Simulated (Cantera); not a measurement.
**Pyrogenic steam for wet oxidation**

A perfectly stirred reactor is fed with H₂ : O₂ : N₂ = 1.9 : 1 : 13 (molar parts), equivalence ratio 0.95, at 73000 Pa; it is held at 1050 K, and followed from long to short residence time.

Model: the H2/O2 subset of GRI-Mech 3.0, which has no nitrogen chemistry, integrated in Cantera. The temperature is held fixed by assumption; the heat of reaction is taken as removed at once.

```csv
τ (s),x H₂,x O₂,x O,x HO₂,x H₂O
19,0.000175,0.00343,4.84e-7,1.63e-6,0.127
5.9,0.000291,0.00349,1.40e-6,2.08e-6,0.127
1.8,0.000525,0.00360,3.78e-6,2.59e-6,0.127
0.57,0.000974,0.00382,9.16e-6,3.13e-6,0.126
0.18,0.00183,0.00426,2.07e-5,3.77e-6,0.125
0.054,0.00350,0.00511,4.57e-5,4.71e-6,0.123
0.017,0.00633,0.00657,9.28e-5,6.13e-6,0.120
0.0052,0.0113,0.00918,0.000183,8.45e-6,0.114
0.0016,0.0195,0.0136,0.000345,1.20e-5,0.104
0.00050,0.0327,0.0206,0.000608,1.69e-5,0.0887
```
x: mole fraction; the columns are a selection and need not sum to one.
